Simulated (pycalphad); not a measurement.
CALPHAD calculation (pycalphad, COST 507 light-alloy database (1999)), 1 atm. The database dates from 1999; later assessments differ in places, in temperatures and in the compounds included. Phase fractions are per mole of atoms.

Q: Give the equilibrium state of Al-5.18Si-3.49C (at.%) at 1700 K.

A: 
```
T = 1700.00 K, P = 101325 Pa, N = 1 mol of atoms
G = -101345 J/mol, H = 50446 J/mol, S = 89.29 J/(mol K)  (SER reference)
chemical potentials (J/mol): Al -101487, Si -121725, C -67379
phase             fraction      x(Al)      x(Si)       x(C)
LIQUID              0.9211     0.9428     0.0560     0.0012
AL4C3               0.0789     0.5687     0.0028     0.4286
```

Q: Give the equilibrium state of Al-5.18Si-3.49C (at.%) at 1100 K.

A: LIQUID, fraction 0.920, with 5.1 Si, <0.01 C at.%; AL8SIC7, fraction 0.080, with 6.2 Si, 43.8 C at.%.

Database names, with the compositions (at.%) that they take in these runs: AL4C3: Al 57 C 43; AL8SIC7: Al 50 C 44 Si 6.
